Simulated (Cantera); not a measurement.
Charge: 1 mol SiH₄, 0.7 mol O₃, 12 mol H₂, at 1.00 Torr.

Equilibrium computed with Cantera from the NASA thermochemical tables; the gas is ideal and each condensed phase is pure. Candidate condensed phases: H₂O, Si, SiO₂; 18 gas species. Equilibrium is a limit: real reactors are often held back by kinetics, nucleation or transport. All values below are at 623 K.

Base state: H₂ 0.993, H₂O 0.00714 (mole fractions); condensed: SiO₂(α-quartz).

What changes in the equilibrium state with this change: O₃ from 0.7 to 3.9 mol?


```json
[
 {"species": "H₂O", "before": "0.00714", "after": "0.693"},
 {"species": "H₂", "before": "0.993", "after": "0.307"},
 {"species": "SiO₂(α-quartz), mol", "before": "1.00", "after": "1.00"}
]
```
